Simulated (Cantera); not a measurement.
Charge: 1 mol Si2Cl6, 5.5 mol NH3, 0.11 mol H2, held at 8.50 mbar.

Cantera equilibrium calculation (NASA polynomials, part measured and part estimated; ideal gas, pure solids and liquids). Candidate condensed phases: NH4Cl, Si, Si3N4; 28 gas species. The feed counts by its element totals alone. The tables' values for SiCl3 are old estimates; treat these amounts as uncertain. Rates play no part. All values below are at 825 °C.

Base state: H2 0.462, HCl 0.393, N2 0.125, SiCl4 0.0193, SiHCl3 0.000331, SiCl3 0.000289, SiCl2 6.06e-5 (mole fractions); condensed: Si3N4(s).

Q: What changes in the equilibrium state with this change: Si2Cl6 replaced by SiHCl3?

A: 
```tsv
species	before	after
H2	0.462	0.594
HCl	0.393	0.236
N2	0.125	0.168
SiCl4	0.0193	0.00124
SiCl3	0.000289	3.50e-5
SiHCl3	0.000331	4.55e-5
Si3N4(s), mol	0.582	0.328
```
